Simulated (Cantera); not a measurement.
A Cantera script and its output.

```python
import numpy as np
import cantera as ct

gas = ct.Solution("h2o2.yaml")
gas.TPX = 1225, 13332, {'H2': 1, 'O2': 1, 'N2': 1.1}
inlet = ct.Reservoir(gas, clone=True)

reactor = ct.IdealGasConstPressureReactor(gas, energy="off", clone=False)
exhaust = ct.Reservoir(gas, clone=True)
tau = [3.6, 1.8, 0.88, 0.44, 0.22, 0.11, 0.053, 0.026, 0.013, 0.0065][0]
for a, b in ((inlet, reactor), (reactor, exhaust)):
    ct.MassFlowController(a, b, mdot=lambda t: reactor.mass / tau)
net = ct.ReactorNet([reactor])
show = ['H2', 'O2', 'H2O', 'O', 'OH']

rows = []
print(f"{'tau/s':>10s}{'T/K':>9s}" + "".join(f"{s:>11s}" for s in show))
for tau in [3.6, 1.8, 0.88, 0.44, 0.22, 0.11, 0.053, 0.026, 0.013, 0.0065]:
    net.initial_time = 0.0
    net.advance(30 * tau)
    before = gas.X
    net.advance(40 * tau)
    drift = np.max(np.abs(gas.X - before) / (gas.X + 1e-9))
    rows.append([gas.T, *gas[show].X, drift])
    print(f"{tau:10.3e}{gas.T:9.1f}" + "".join(f"{x:11.3e}" for x in gas[show].X))
```

Result:

```
     tau/s      T/K         H2         O2        H2O          O         OH
 3.600e+00   1225.0  1.418e-04  1.922e-01  3.842e-01  5.161e-05  4.043e-04
 1.800e+00   1225.0  2.251e-04  1.922e-01  3.840e-01  8.305e-05  5.093e-04
 8.800e-01   1225.0  3.622e-04  1.922e-01  3.837e-01  1.357e-04  6.466e-04
 4.400e-01   1225.0  5.725e-04  1.922e-01  3.834e-01  2.180e-04  8.156e-04
 2.200e-01   1225.0  9.018e-04  1.922e-01  3.828e-01  3.496e-04  1.030e-03
 1.100e-01   1225.0  1.413e-03  1.922e-01  3.818e-01  5.587e-04  1.305e-03
 5.300e-02   1225.0  2.254e-03  1.922e-01  3.804e-01  9.105e-04  1.678e-03
 2.600e-02   1225.0  3.525e-03  1.923e-01  3.781e-01  1.456e-03  2.151e-03
 1.300e-02   1225.0  5.403e-03  1.925e-01  3.745e-01  2.281e-03  2.742e-03
 6.500e-03   1225.0  8.209e-03  1.928e-01  3.690e-01  3.540e-03  3.494e-03
```

Model: the H2/O2 subset of GRI-Mech 3.0, which has no nitrogen chemistry, integrated in Cantera. The temperature is held fixed by assumption; the heat of reaction is taken as removed at once.
